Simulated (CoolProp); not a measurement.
The numbers come from the reference Helmholtz-energy equation of state, Zhou 2011 in CoolProp.

Problem. Give the vapour pressure (MPa), liquid density (kg/m³), vapour density (kg/m³), liquid cp (kJ/(kg K)) of saturated dimethyl carbonate at 394.1, 407.9 K.

Solution. 
```csv
T (K),p (MPa),liquid density (kg/m³),vapour density (kg/m³),liquid cp (kJ/(kg K))
394.1,0.247,929,7.20,2.04
407.9,0.351,907,10.0,2.08
```
